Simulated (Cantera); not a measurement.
# Equilibrium for silicates and aluminates: SiO₂ + Al₂O₃ + H₂O

Feed: 1 mol SiO₂, 0.47 mol Al₂O₃, 0.26 mol H₂O, equilibrated at 13.0 Pa.

These are equilibrium values from Cantera (NASA tables, ideal gas, pure condensed phases), not measurements of a reactor. Candidate condensed phases: Al, Al₂O₃, Al₂SiO₅, Al₆Si₂O₁₃, H₂O, Si, SiO₂; 28 gas species. Mutual solubility and eutectic melting of coexisting phases are not modelled. The tables' values for SiO₂, AlOH are old estimates; treat these amounts as uncertain. The tables hold silica as quartz up to 1696 K and as liquid above; real silica turns to tridymite and cristobalite and melts near 1996 K. Condensed phases not in the tables: alloys, solid solutions and most ternary compounds. Kinetics and transport are ignored.

```tsv
T (K)	x H₂O	x SiO	x O	x O₂	x H	x H₂	x OH	x AlO	x SiO₂	n Al₂SiO₅(andalusite)	n SiO₂(α-quartz)	n SiO₂(β-quartz)	n Al₆Si₂O₁₃(mullite)	n SiO₂(condensed)	n SiO₂(l)	n Al₂O₃(s)	n Al₂O₃(l)
700	1.00	<1e-12	<1e-12	5.24e-10	<1e-12	1.01e-9	5.62e-12	<1e-12	<1e-12	0.470	0.530	0	0	0	0	0	0
900	1.000	<1e-12	<1e-12	2.68e-7	7.55e-12	5.42e-7	1.31e-8	<1e-12	<1e-12	0.470	0	0.530	0	0	0	0	0
1100	1.000	<1e-12	8.38e-10	1.46e-5	1.25e-8	3.02e-5	1.84e-6	<1e-12	<1e-12	0.470	0	0.530	0	0	0	0	0
1300	0.999	8.05e-12	2.38e-7	0.000235	2.16e-6	0.000497	5.68e-5	<1e-12	1.10e-11	0	0	0.687	0.157	0	0	0	0
1500	0.994	5.17e-8	1.50e-5	0.00179	9.64e-5	0.00390	0.000702	<1e-12	1.64e-8	0	0	0.687	0.157	0	0	0	0
1700	0.966	4.09e-5	0.000359	0.00839	0.00176	0.0186	0.00473	4.41e-11	4.29e-6	0	0	0	0.157	0.687	0	0	0
1900	0.864	0.00712	0.00447	0.0292	0.0167	0.0577	0.0206	2.31e-8	0.000319	0	0	0	0.157	0.685	0	0	0
2100	0.317	0.320	0.0484	0.158	0.0556	0.0415	0.0506	3.07e-6	0.0101	0	0	0	0.157	0	0.478	0	0
2300	0.0341	0.459	0.177	0.165	0.105	0.0153	0.0378	0.000335	0.00561	0	0	0	0	0	0	0.469	0
2500	0.00282	0.381	0.337	0.0702	0.164	0.00555	0.0173	0.0131	0.00134	0	0	0	0	0	0	0	0.443
```
x: gas mole fraction; n: condensed amount in mol.

At 700 K the condensed part is Al₂SiO₅(andalusite) + SiO₂(α-quartz). From 900 K to 1100 K the condensed part is Al₂SiO₅(andalusite) + SiO₂(β-quartz). From 1300 K to 1500 K the condensed part is Al₆Si₂O₁₃(mullite) + SiO₂(β-quartz). From 1700 K to 1900 K the condensed part is Al₆Si₂O₁₃(mullite) + SiO₂(condensed). At 2100 K the condensed part is Al₆Si₂O₁₃(mullite) + SiO₂(l). At 2300 K the condensed part is Al₂O₃(s). At 2500 K the condensed part is Al₂O₃(l).
